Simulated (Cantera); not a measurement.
A closed system holds: 1 mol Zr, 0.75 mol NH₃, equilibrated at 1.35 Torr.

Method: chemical equilibrium by Gibbs-energy minimisation in Cantera with the NASA 1993 tables (ideal gas, pure condensed phases). Candidate condensed phases: Zr, ZrN; 11 gas species. Mutual solubility and eutectic melting of coexisting phases are not modelled. ZrN: taken at fixed stoichiometry. Condensed phases not in the tables: N, O or C dissolved in the metal. Kinetics and transport are ignored.

**Question.** At 2323 K, list the 4 most abundant gas species with their mole fractions, and the condensed phases.

**Answer.** H₂ 0.774, H 0.226, Zr 0.000187, N₂ 8.13e-5. Condensed: Zr(l) + ZrN(s).
